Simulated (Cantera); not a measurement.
Gas mixture: 21.9 % N₂O, 41.9 % O₂, 36.2 % CO₂, at 0.0120 bar, frozen composition.

Cantera's kinetic-theory transport with the Lennard-Jones parameters of GRI-Mech 3.0, ideal gas; thermal conductivity in the mixture-averaged form. The composition is frozen, though it would react at the higher temperatures.

One state of this run: ρ (kg/m³) = 0.00865; cp (J/kg/K) = 1079; μ (µPa s) = 31.8; λ (mW/m/K) = 47.4; Pr = 0.723; D (cm²/s) OH = 89.1; D (cm²/s) CO₂ = 47.1; D (cm²/s) CH₃ = 64.5. D: mixture-averaged diffusion coefficient of that species in the mixture.

Q: Which value of T (K) does it belong to?
A. 650
B. 400
C. 2150
D. 900

A: A, 650
